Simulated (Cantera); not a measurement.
A Cantera script and what it prints.

```python
import numpy as np
import cantera as ct

gas_names = """
    CL CL2 H HCL H2 Si SiCL SiCL2 SiCL3 SiCL4 SiH SiHCL3 SiH2 SiH2CL2 SiH3 SiH3CL SiH4 Si2 Si3
""".split()
cond_names = """
    Si(cr) Si(L)
""".split()


# ... load() reads the species with a 1 bar reference pressure and builds the phases ...
atoms = {
    'Si': {'Si': 1},
    'Cl2': {'CL': 2},
    'H2': {'H': 2},
}
top_T = {}  # K; cautious upper limits of use, not melting points


# ... equilibrate(T, P, feed) seeds the gas with the atoms and calls Mixture.equilibrate('TP', solver="vcs", rtol=1e-11, max_steps=5000) ...
results = []
feed = {'Si': 1, 'Cl2': 1.4, 'H2': 9.3}  # mol
T = 775  # K
P = 220000  # Pa
mix = equilibrate(T, P, feed)
results.append((T, P, feed, dict(zip(mix.species_names, mix.species_moles))))
x = sorted(zip(gas.X, gas.species_names), reverse=True)
print(f"T = {T:g} K  P = {P:g} Pa  gas = {mix.phase_moles(0):.4g} mol")
print("   x: " + "  ".join(f"{s} {v:.3e}" for v, s in x if v > 1e-06))
print("   condensed (mol): " + ("  ".join(f"{mix.phase(i).name} {mix.phase_moles(i):.4g}"
      for i in range(1, mix.n_phases) if mix.phase_moles(i) > 1e-12) or "none"))
```

Result:

```
T = 775 K  P = 220000 Pa  gas = 9.894 mol
   x: H2 9.179e-01  SiCL4 4.077e-02  SiHCL3 3.792e-02  SiH2CL2 2.720e-03  HCL 6.386e-04  SiH3CL 4.426e-05  SiCL3 1.098e-05
   condensed (mol): Si(cr) 0.194
```

Equilibrium computed with Cantera from the NASA thermochemical tables; the gas is ideal and each condensed phase is pure. The tables' values for SiCl3 are old estimates; treat these amounts as uncertain.
